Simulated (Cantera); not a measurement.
A perfectly stirred reactor is fed with 3.27 % CH₄, 4.58 % C₂H₆, 18.8 % O₂, 70.6 % N₂, 2.78 % CO₂, equivalence ratio 1.2, at 6.10 bar; it is adiabatic with a 375 K inlet, and is followed from long to short residence time, starting on the burning branch (τ in s: 0.19, 0.072, 0.027, 0.0099, 0.0037, 0.0014, 0.00051, 0.00019, 7e-05).

Detailed kinetics in Cantera: GRI-Mech 3.0 (53 species, 325 reactions).

Question: Predict: blow-out, bracketed by the residence times tried; x(CH₄) at τ = 0.190 s; x(C₂H₆) at τ = 0.190 s; x(O₂) at τ = 0.190 s; x(HCO) at τ = 0.190 s; x(NO₂) at τ = 0.190 s; x(CH₄) at τ = 3.70 ms; x(C₂H₆) at τ = 3.70 ms; x(O₂) at τ = 3.70 ms; x(HCO) at τ = 3.70 ms; x(NO₂) at τ = 3.70 ms.

Answer: 
```json
{
 "blow_out_bracketed_by_the_residence_times_tried": "burning at 70.0 µs, the shortest tried",
 "x(CH₄) at τ = 0.190 s": "1.01e-5",
 "x(C₂H₆) at τ = 0.190 s": "6.58e-8",
 "x(O₂) at τ = 0.190 s": "4.56e-5",
 "x(HCO) at τ = 0.190 s": "3.10e-8",
 "x(NO₂) at τ = 0.190 s": "3.82e-9",
 "x(CH₄) at τ = 3.70 ms": "4.46e-5",
 "x(C₂H₆) at τ = 3.70 ms": "2.20e-6",
 "x(O₂) at τ = 3.70 ms": "0.000622",
 "x(HCO) at τ = 3.70 ms": "2.60e-7",
 "x(NO₂) at τ = 3.70 ms": "2.16e-8"
}
```
